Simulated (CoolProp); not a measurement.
Vapour-liquid equilibrium of methanol (1) + water (2) at 148.75 °C; x and y are mole fractions of (1).

Values from CoolProp's multi-fluid Helmholtz-energy mixture model, de Reuck 1993 and Wagner 2002; pair parameters Bell 2016.

```json
[
 {"x": "0.05", "bubble pressure, mixture model (MPa)": "0.5238", "bubble pressure, Raoult's law (MPa)": "0.5050", "y, mixture model": "0.155", "y, Raoult's law": "0.134"},
 {"x": "0.2", "bubble pressure, mixture model (MPa)": "[?]", "bubble pressure, Raoult's law (MPa)": "0.6388", "y, mixture model": "0.439", "y, Raoult's law": "0.423"},
 {"x": "0.35", "bubble pressure, mixture model (MPa)": "0.8335", "bubble pressure, Raoult's law (MPa)": "0.7725", "y, mixture model": "0.604", "y, Raoult's law": "0.613"},
 {"x": "0.5", "bubble pressure, mixture model (MPa)": "[?]", "bubble pressure, Raoult's law (MPa)": "0.9063", "y, mixture model": "0.719", "y, Raoult's law": "0.746"},
 {"x": "0.65", "bubble pressure, mixture model (MPa)": "1.081", "bubble pressure, Raoult's law (MPa)": "1.040", "y, mixture model": "0.811", "y, Raoult's law": "0.845"},
 {"x": "0.8", "bubble pressure, mixture model (MPa)": "1.197", "bubble pressure, Raoult's law (MPa)": "1.174", "y, mixture model": "[?]", "y, Raoult's law": "0.922"},
 {"x": "0.95", "bubble pressure, mixture model (MPa)": "1.313", "bubble pressure, Raoult's law (MPa)": "1.308", "y, mixture model": "0.973", "y, Raoult's law": "0.982"}
]
```

### Question
Complete the blanks.

### Answer

- 0.2, bubble pressure, mixture model (MPa): 0.6901
- 0.5, bubble pressure, mixture model (MPa): 0.9617
- 0.8, y, mixture model: 0.893

The largest gap from Raoult's law is +8.0 % in bubble pressure, at x = 0.2. No azeotrope shows between x = 0.05 and 0.95.

Pair parameters are fitted to limited data, so mixtures are less certain than the pure fluids.
